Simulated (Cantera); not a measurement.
# Premixed flame

A freely propagating, adiabatic, planar premixed flame of 16.0 % H2, 15.4 % O2, 66.0 % N2, 2.71 % H2O, unburnt at 423 K and 1500 Torr; mixture-averaged transport, grid criteria slope 0.08 and curve 0.16, no radiation.

Computed with Cantera and the H2/O2 subset of GRI-Mech 3.0, which has no nitrogen chemistry. Burning velocities carry a grid error of a few per cent, more on coarse grids. Lean hydrogen flames are cellular in practice and burn faster than this planar one.

```
z (mm)   T (K)  u (m/s)      x H2    x O2   x H2O    x H2O2       x O     x HO2
-------  -----  -------  --------  ------  ------  --------  --------  --------
-0.848     424    0.430     0.155   0.155  0.0274   7.54e-8     <1e-8   5.80e-8
-0.565     427    0.429     0.145   0.156  0.0281   8.57e-7     <1e-8   6.61e-7
-0.424     437    0.434     0.133   0.158  0.0298   3.95e-6     <1e-8   3.15e-6
-0.283     486    0.472     0.108   0.160  0.0379   2.49e-5   1.69e-8   2.44e-5
-0.141     729    0.688    0.0660   0.149  0.0753  0.000110   5.23e-6  0.000267
-0.0707    997    0.935    0.0412   0.131   0.114   8.49e-5  0.000148  0.000290
0         1261     1.18    0.0198   0.108   0.153   1.57e-5  0.000881  0.000162
0.0707    1423     1.33   0.00790  0.0933   0.177   4.28e-6   0.00142   9.68e-5
0.141     1504     1.41   0.00338  0.0873   0.187   2.59e-6   0.00126   6.29e-5
0.283     1564     1.46   0.00102  0.0846   0.193   1.32e-6  0.000603   2.94e-5
0.565     1588     1.49  0.000232  0.0843   0.196   5.30e-7  0.000154   8.48e-6
1.13      1594     1.49   4.41e-5  0.0844   0.196   1.83e-7   3.32e-5   1.95e-6
2.26      1596     1.49   1.07e-5  0.0844   0.196   7.01e-8   9.41e-6   6.16e-7
```
x: mole fraction of selected species; z is measured from the peak of heat release.

* **laminar burning velocity**: 43.1 cm/s
* **thermal thickness**: 0.283 mm
* **peak x(H2O2)**: 0.000115
* **peak x(O)**: 0.00143
* **peak x(HO2)**: 0.000334
* **grid points**: 114
